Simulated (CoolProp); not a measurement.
Vapour-liquid equilibrium of CHF3 (R23) (1) + propylene (2) at 1280 kPa; x and y are mole fractions of (1).

Computed with CoolProp (multi-fluid Helmholtz-energy mixture model, Penoncello 2003 and Lemmon 2013; pair parameters Bell 2016).

| x | bubble temperature, mixture model (°C) | bubble temperature, Raoult's law (°C) | y, mixture model | y, Raoult's law |
|---|---|---|---|---|
| 0.05 | 19.2 | 23.4 | 0.215 | 0.177 |
| 0.15 | 4.7 | 14.1 | 0.485 | 0.422 |
| 0.25 | -4.2 | 6.8 | 0.625 | 0.583 |
| 0.35 | -9.8 | 0.8 | 0.705 | 0.697 |
| 0.45 | -13.5 | -4.3 | 0.757 | 0.780 |
| 0.55 | -16.1 | -8.6 | 0.795 | 0.843 |
| 0.65 | -18.1 | -12.4 | 0.829 | 0.892 |
| 0.75 | -19.7 | -15.8 | 0.864 | 0.931 |
| 0.85 | -21.2 | -18.8 | 0.906 | 0.963 |
| 0.95 | -22.3 | -21.5 | 0.962 | 0.989 |

The largest gap from Raoult's law is -11.0 K in bubble temperature, at x = 0.25. No azeotrope shows between x = 0.05 and 0.95.

Pair parameters are fitted to limited data, so mixtures are less certain than the pure fluids.
